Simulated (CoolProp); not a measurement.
n-decane at 572.47 K and 1.73 MPa flows at 0.13 m/s in a round tube of 10 mm bore and 45 µm roughness, fully developed (64/Re and Nu = 3.66 if laminar; Colebrook and Gnielinski if turbulent). Each further row changes one setting.

Model: reference Helmholtz-energy equation of state, Lemmon 2006, in CoolProp. It is a short technical equation, of lower accuracy than the large ones.

| case | Reynolds number | Darcy friction factor | pressure drop (Pa/m) | heat-transfer coefficient (W/(m² K)) | mass flow (kg/h) |
|---|---|---|---|---|---|
| as stated | ___ | ___ | ___ | ___ | ___ |
| velocity 0.26 m/s | 14200 | ___ | 54.7 | 766 | 33.8 |
| diameter 20 mm | 14200 | 0.0319 | 6.21 | 357 | 67.6 |

### Question
What belongs in the gaps?

### Answer

- as stated, Reynolds number: 7120
- as stated, Darcy friction factor: 0.0393
- as stated, pressure drop (Pa/m): 15.3
- as stated, heat-transfer coefficient (W/(m² K)): 383
- as stated, mass flow (kg/h): 16.9
- velocity 0.26 m/s, Darcy friction factor: 0.0352

Viscosity comes from a separate model (Huber 2004). Thermal conductivity comes from a separate model (Huber 2005).
